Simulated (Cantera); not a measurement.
Input (Python, Cantera) and output of one run.

```python
import numpy as np
import cantera as ct

gas_names = """
    CL CL2 H HCL H2 N NH NH2 NH3 N2 N2H2 N2H4 Si SiCL SiCL2 SiCL3 SiCL4 SiH SiHCL3 SiH2 SiH2CL2 SiH3
    SiH3CL SiH4 SiN Si2 Si2N Si3
""".split()
cond_names = """
    NH4CL(a) NH4CL(b) Si(cr) Si(L) Si3N4(a)
""".split()


def load(file, names, dense=False):
    # The tables refer to 1 bar. Condensed volumes are neglected.
    table = {s.name: s for s in ct.Species.list_from_file(file)}
    out = []
    for n in names:
        d = dict(table[n].input_data)
        d["thermo"] = dict(d["thermo"], **{"reference-pressure": 1e5})
        if dense:
            d["equation-of-state"] = {"model": "constant-volume", "density": "1e6 g/cm^3"}
        out.append(ct.Species.from_dict(d))
    return out


gas = ct.Solution(thermo="ideal-gas", species=load("nasa_gas.yaml", gas_names))
cond = {s.name: ct.Solution(thermo="fixed-stoichiometry", species=[s], name=s.name)
        for s in load("nasa_condensed.yaml", cond_names, dense=True)}
atoms = {
    'SiH2Cl2': {'Si': 1, 'H': 2, 'CL': 2},
    'Cl2': {'CL': 2},
    'N2': {'N': 2},
}
top_T = {'Si3N4(a)': 2400}  # K; cautious upper limits of use, not melting points


def equilibrate(T, P, feed):
    n = {}
    for name, mol in feed.items():
        for a, k in atoms[name].items():
            n[a] = n.get(a, 0.0) + k * mol
    gas.TPX = T, P, n
    mass = sum(n.values()) * gas.mean_molecular_weight
    gas.equilibrate("TP")
    valid = [c for c in cond.values() if c.min_temp <= T <= top_T.get(c.name, c.max_temp)]
    mix = ct.Mixture([(gas, mass / gas.mean_molecular_weight)] + [(c, 0.0) for c in valid])
    mix.T, mix.P = T, P
    mix.equilibrate("TP", solver="vcs", rtol=1e-11, max_steps=5000)
    return mix


results = []
feed = {'SiH2Cl2': 1, 'Cl2': 0.0037, 'N2': 10}  # mol
P = 3300  # Pa
for T in [800, 875, 950, 1025, 1100, 1175, 1250, 1325, 1400, 1475]:
    mix = equilibrate(T, P, feed)
    results.append((T, P, feed, dict(zip(mix.species_names, mix.species_moles))))

top = {s: max(r[3][s] / sum(r[3][g] for g in gas_names) for r in results) for s in gas_names}
cols = sorted((s for s in top if top[s] > 1e-06), key=lambda s: -top[s])[:7]
seen = [c for c in cond_names if any(r[3].get(c, 0) > 1e-12 for r in results)]
print("log10 of partial pressures in bar; condensed amounts in mol")
print(f"{'T/K':>10s}" + "".join(f"{s[:9]:>10s}" for s in cols + seen))
for T, P, feed, n in results:
    ng = sum(n[g] for g in gas_names)
    print(f"{T:10.4g}" + "".join(f"{np.log10(max(n[s] / ng * P / 1e5, 1e-99)):10.3f}" for s in cols)
          + "".join(f"{n.get(c, 0):10.4g}" for c in seen))
```

Result:

```
log10 of partial pressures in bar; condensed amounts in mol
       T/K        N2       HCL        H2     SiCL4     SiCL2     SiCL3    SiHCL3  Si3N4(a)
       800    -1.556    -2.483    -2.890    -3.188   -11.472    -8.353    -6.639    0.2595
       875    -1.557    -2.459    -2.924    -3.221    -9.901    -7.442    -6.345    0.2648
       950    -1.558    -2.441    -2.953    -3.250    -8.582    -6.678    -6.100    0.2692
      1025    -1.558    -2.426    -2.978    -3.275    -7.459    -6.027    -5.893    0.2727
      1100    -1.558    -2.415    -3.000    -3.299    -6.493    -5.468    -5.715    0.2755
      1175    -1.559    -2.406    -3.018    -3.324    -5.656    -4.985    -5.564    0.2775
      1250    -1.559    -2.399    -3.032    -3.355    -4.926    -4.568    -5.437    0.2781
      1325    -1.559    -2.398    -3.039    -3.409    -4.294    -4.219    -5.341    0.2756
      1400    -1.560    -2.404    -3.029    -3.522    -3.763    -3.956    -5.297    0.2658
      1475    -1.561    -2.428    -2.992    -3.752    -3.354    -3.818    -5.339    0.2437
```

Method: chemical equilibrium by Gibbs-energy minimisation in Cantera with the NASA 1993 tables (ideal gas, pure condensed phases). N2 is the only nitrogen source here; it is nearly inert below about 1500 K, so the nitride shown seldom forms there in practice. The tables' values for SiCl3 are old estimates; treat these amounts as uncertain.
